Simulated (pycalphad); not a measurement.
Source of the numbers: pycalphad with the COST 507 light-alloy database (1999); pressure 1 atm. These are 1990s assessments: newer ones move some temperatures and phases. Kinetics are ignored, which matters at the lower temperatures.

Molar enthalpy of Hf-0.08924C (wt.%) in equilibrium (SER reference):

| T (°C) | H (kJ/mol) | phases |
|---|---|---|
| 3027 | 137.29 | LIQUID |
| 2827 | 128.53 | LIQUID |
| 2627 | 119.78 | LIQUID |
| 2427 | 111.03 | LIQUID |
| 2327 | 106.65 | LIQUID |
| 2227 | 102.27 | LIQUID |
| 2127 | 70.03 | BCC_A2 + HCP_A3 |
| 2027 | 65.53 | HCP_A3 + BCC_A2 |
| 1827 | 55.47 | HCP_A3 |
| 1627 | 47.68 | HCP_A3 |
| 1427 | 40.20 | HCP_A3 |
| 1227 | 33.06 | HCP_A3 |
| 1027 | 26.23 | HCP_A3 |
| 827 | 19.73 | HCP_A3 |
| 627 | 13.56 | HCP_A3 |
| 427 | 7.71 | HCP_A3 |
| 227 | 2.15 | HCP_A3 + FCC_A1 |

Cooling from 2227 °C to 2127 °C, across the freezing range, releases 32.2 kJ/mol, or 183 J/g. The slope is 44 J/(mol K) in the liquid and 45 J/(mol K) just below the solidus, where it includes any heat of precipitation. Liquidus 2208 °C, solidus 2206 °C. Changes were sought between steps of 100 K, so a narrower field can be missed.

FCC_A1 is fcc; BCC_A2 is bcc; HCP_A3 is hcp. The fcc model also describes the rock-salt carbide or nitride (TiC, TiN, HfC).
